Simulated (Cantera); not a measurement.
Feed: 1 mol Si, 0.14 mol CO₂, 26 mol N₂, equilibrated at 1.10 mbar.

Equilibrium computed with Cantera from the NASA thermochemical tables; the gas is ideal and each condensed phase is pure. Candidate condensed phases: C, Si, SiC, SiO₂, Si₂N₂O, Si₃N₄; 34 gas species. N₂ is the only nitrogen source here; it is nearly inert below about 1500 K, so the nitride shown seldom forms there in practice. Mutual solubility and eutectic melting of coexisting phases are not modelled. The numbers say what is thermodynamically allowed, not how fast it happens.

Task: What share of the Si ends up in condensed phases as a function of T (K), at 1475, 1525, 1575, 1625, 1675, 1725, 1775, 1825, 1875, 1925, 1975, 2025?

Result: 
| T (K) | Si condensed (%) | as |
|---|---|---|
| 1475 | 99.7 | SiC(s) + Si₂N₂O(s) + Si₃N₄(s) |
| 1525 | 98.5 | SiC(s) + Si₂N₂O(s) + Si₃N₄(s) |
| 1575 | 93.6 | SiC(s) + Si₂N₂O(s) + Si₃N₄(s) |
| 1625 | 75.0 | SiC(s) + Si₃N₄(s) |
| 1675 | 72.3 | SiC(s) + Si₃N₄(s) |
| 1725 | 71.0 | Si(l) + SiC(s) |
| 1775 | 68.5 | Si(l) + SiC(s) |
| 1825 | 63.1 | Si(l) + SiC(s) |
| 1875 | 52.0 | Si(l) + SiC(s) |
| 1925 | 30.4 | Si(l) + SiC(s) |
| 1975 | 4.5 | SiC(s) |
| 2025 | 0.0 | - |
